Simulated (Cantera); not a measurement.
A Cantera script and what it prints.

```python
import numpy as np
import cantera as ct

gas_names = """
    H H2 N NH NH2 NH3 N2 N2H2 N2H4 Si SiH SiH2 SiH3 SiH4 SiN Si2 Si2N Si3
""".split()
cond_names = """
    Si(cr) Si(L) Si3N4(a)
""".split()


def load(file, names, dense=False):
    # The tables refer to 1 bar. Condensed volumes are neglected.
    table = {s.name: s for s in ct.Species.list_from_file(file)}
    out = []
    for n in names:
        d = dict(table[n].input_data)
        d["thermo"] = dict(d["thermo"], **{"reference-pressure": 1e5})
        if dense:
            d["equation-of-state"] = {"model": "constant-volume", "density": "1e6 g/cm^3"}
        out.append(ct.Species.from_dict(d))
    return out


gas = ct.Solution(thermo="ideal-gas", species=load("nasa_gas.yaml", gas_names))
cond = {s.name: ct.Solution(thermo="fixed-stoichiometry", species=[s], name=s.name)
        for s in load("nasa_condensed.yaml", cond_names, dense=True)}
atoms = {
    'SiH4': {'Si': 1, 'H': 4},
    'N2': {'N': 2},
}
top_T = {'Si3N4(a)': 2400}  # K; cautious upper limits of use, not melting points


def equilibrate(T, P, feed):
    n = {}
    for name, mol in feed.items():
        for a, k in atoms[name].items():
            n[a] = n.get(a, 0.0) + k * mol
    gas.TPX = T, P, n
    mass = sum(n.values()) * gas.mean_molecular_weight
    gas.equilibrate("TP")
    valid = [c for c in cond.values() if c.min_temp <= T <= top_T.get(c.name, c.max_temp)]
    mix = ct.Mixture([(gas, mass / gas.mean_molecular_weight)] + [(c, 0.0) for c in valid])
    mix.T, mix.P = T, P
    mix.equilibrate("TP", solver="vcs", rtol=1e-11, max_steps=5000)
    return mix


results = []
feed = {'SiH4': 1, 'N2': 0.27}  # mol
P = 16  # Pa
for T in [848, 998, 1148, 1298, 1448, 1598, 1748, 1898, 2048]:
    mix = equilibrate(T, P, feed)
    results.append((T, P, feed, dict(zip(mix.species_names, mix.species_moles))))
    x = sorted(zip(gas.X, gas.species_names), reverse=True)
    print(f"T = {T:g} K  P = {P:g} Pa  gas = {mix.phase_moles(0):.4g} mol")
    print("   x: " + "  ".join(f"{s} {v:.3e}" for v, s in x if v > 0.0001))
    print("   condensed (mol): " + ("  ".join(f"{mix.phase(i).name} {mix.phase_moles(i):.4g}"
          for i in range(1, mix.n_phases) if mix.phase_moles(i) > 1e-12) or "none"))
```

Result:

```
T = 848 K  P = 16 Pa  gas = 2 mol
   x: H2 1.000e+00
   condensed (mol): Si(cr) 0.595  Si3N4(a) 0.135
T = 998 K  P = 16 Pa  gas = 2 mol
   x: H2 1.000e+00
   condensed (mol): Si(cr) 0.595  Si3N4(a) 0.135
T = 1148 K  P = 16 Pa  gas = 2 mol
   x: H2 1.000e+00
   condensed (mol): Si(cr) 0.5951  Si3N4(a) 0.135
T = 1298 K  P = 16 Pa  gas = 2.006 mol
   x: H2 9.970e-01  N2 2.950e-03
   condensed (mol): Si(cr) 0.6039  Si3N4(a) 0.132
T = 1448 K  P = 16 Pa  gas = 2.229 mol
   x: H2 8.968e-01  N2 1.025e-01  H 6.900e-04
   condensed (mol): Si(cr) 0.9378  Si3N4(a) 0.02071
T = 1598 K  P = 16 Pa  gas = 2.276 mol
   x: H2 8.768e-01  N2 1.186e-01  H 3.940e-03  Si 5.845e-04
   condensed (mol): Si(cr) 0.9986
T = 1748 K  P = 16 Pa  gas = 2.311 mol
   x: H2 8.571e-01  N2 1.168e-01  H 1.672e-02  Si 9.097e-03  SiH 1.418e-04
   condensed (mol): Si(L) 0.9781
T = 1898 K  P = 16 Pa  gas = 2.536 mol
   x: H2 7.612e-01  N2 1.063e-01  Si 7.678e-02  H 5.391e-02  SiH 7.393e-04  Si2 6.136e-04  Si2N 1.545e-04  Si3 1.386e-04  SiN 1.066e-04
   condensed (mol): Si(L) 0.7981
T = 2048 K  P = 16 Pa  gas = 3.478 mol
   x: H2 5.110e-01  Si 2.808e-01  H 1.266e-01  N2 7.744e-02  Si2 1.937e-03  SiH 1.543e-03  Si3 2.413e-04  SiN 2.301e-04  Si2N 1.719e-04
   condensed (mol): none
```

Cantera equilibrium calculation (NASA polynomials, part measured and part estimated; ideal gas, pure solids and liquids). N2 is the only nitrogen source here; it is nearly inert below about 1500 K, so the nitride shown seldom forms there in practice. Mutual solubility and eutectic melting of coexisting phases are not modelled. The tables' values for SiN are old estimates; treat these amounts as uncertain. Gases not in the tables: Si2H6 and higher silanes.
